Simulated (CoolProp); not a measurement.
Values from CoolProp's reference Helmholtz-energy equation of state, Tillner-Roth 1997.

Task: For CH2F2 (R32), give the phase and the cv (kJ/(kg K)), speed of sound (m/s) at 331.3 K and 771 kPa; 331.3 K and 964 kPa.

Result: 
- 331.3 K and 771 kPa: gas; cv 0.765, speed of sound 244
- 331.3 K and 964 kPa: gas; cv 0.778, speed of sound 241
